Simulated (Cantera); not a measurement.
Cantera with NASA thermochemical tables; ideal gases at 1 bar, condensed phases pure. Values are per mole of reaction as written; species without (g) are pure solids or liquids, kept so even where they would boil at 1 bar.

Q: Between 300 and 2650 K, where is each reaction favourable under standard conditions?
- BN + 2 B2O3(g) + 5 OH(g) → 5 HBO2(g) + NO(g)

A: 
- BN + 2 B2O3(g) + 5 OH(g) → 5 HBO2(g) + NO(g): ΔG° is -958 kJ at 300 K and -615 kJ at 2650 K; it stays negative (K > 1). ΔH° is -1036 kJ and ΔS° -159 J/K at 2650 K.
